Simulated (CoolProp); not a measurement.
Vapour-liquid equilibrium of CHF3 (R23) (1) + propylene (2) at 1.88 bar; x and y are mole fractions of (1).

Model: multi-fluid Helmholtz-energy mixture model, Penoncello 2003 and Lemmon 2013; pair parameters Bell 2016, in CoolProp.

Q: Give the bubble temperature and the first vapour's composition at x = 0.05, 0.2, 0.875. Is there an azeotrope?

A: x = 0.05: 228.3 K, y = 0.404; x = 0.2: 212.4 K, y = 0.749; x = 0.875: 203.1 K, y = 0.923. No azeotrope shows between x = 0.05 and 0.95.

Pair parameters are fitted to limited data, so mixtures are less certain than the pure fluids. With so large a gap from Raoult's law the liquid may split in two, which this calculation doesn't test in full.
